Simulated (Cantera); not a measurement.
A closed system holds: 1 mol Fe3O4, 2.7 mol CH4, 16 mol N2, held at 1000 Pa.

Equilibrium computed with Cantera from the NASA thermochemical tables; the gas is ideal and each condensed phase is pure. Candidate condensed phases: C, C6H6, C7H8, C8H18, Fe, Fe(CO)5, FeO, Fe(OH)2, Fe(OH)3, Fe2O3, Fe3O4, H2O; 140 gas species. The numbers say what is thermodynamically allowed, not how fast it happens. All values below are at 1600 K.

Base state: N2 0.664, H2 0.179, CO 0.103, H2O 0.0452, CO2 0.00870, H 0.000230, Fe 0.000110 (mole fractions); condensed: Fe(γ).

Problem. What changes in the equilibrium state with this change: Fe3O4 replaced by Cu2O?

Solution. 
```json
[
 {"species": "N2", "before": "0.664", "after": "0.711"},
 {"species": "H2", "before": "0.179", "after": "0.240"},
 {"species": "CO", "before": "0.103", "after": "0.0445"},
 {"species": "H2O", "before": "0.0452", "after": "9.31e-8"},
 {"species": "Fe", "before": "0.000110", "after": "0"},
 {"species": "Cu", "before": "0", "after": "0.00398"},
 {"species": "CO2", "before": "0.00870", "after": "5.75e-9"},
 {"species": "HCN", "before": "2.51e-9", "after": "0.000845"},
 {"species": "HNC", "before": "<1e-9", "after": "1.93e-5"},
 {"species": "H", "before": "0.000230", "after": "0.000266"},
 {"species": "Fe(γ), mol", "before": "3.00", "after": "0"},
 {"species": "C(graphite), mol", "before": "0", "after": "1.68"},
 {"species": "Cu(l), mol", "before": "0", "after": "1.91"}
]
```
Further candidate phases: Cu, CuO, Cu(OH)2, Cu2O.
